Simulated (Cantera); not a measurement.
Input: 1 mol SiC, 0.25 mol N₂O, 34 mol H₂, 0.011 mol O₂, equilibrated at 1750 K and 1.33 mbar.

Method: chemical equilibrium by Gibbs-energy minimisation in Cantera with the NASA 1993 tables (ideal gas, pure condensed phases). Candidate condensed phases: C, C₆H₆, C₇H₈, C₈H₁₈, H₂O, Si, SiC, SiO₂, Si₂N₂O, Si₃N₄; 151 gas species. Rates play no part.

What is the equilibrium state?


| Item | Result |
|---|---|
| x(H₂) | 0.978 |
| x(N₂) | 0.00720 |
| x(H) | 0.00630 |
| x(CO) | 0.00407 |
| x(SiO) | 0.00378 |
| x(Si) | 0.000298 |
| x(HCN) | 2.88e-5 |
| x(SiH) | 1.43e-5 |
| x(SiH₂) | 5.40e-6 |
| n(SiC(s)) | 0.858 mol |
| gas amount | 34.64 mol |
| log10 activity of Si(l) (absent) | -0.58 |
| log10 activity of C(graphite) (absent) | -1.14 |
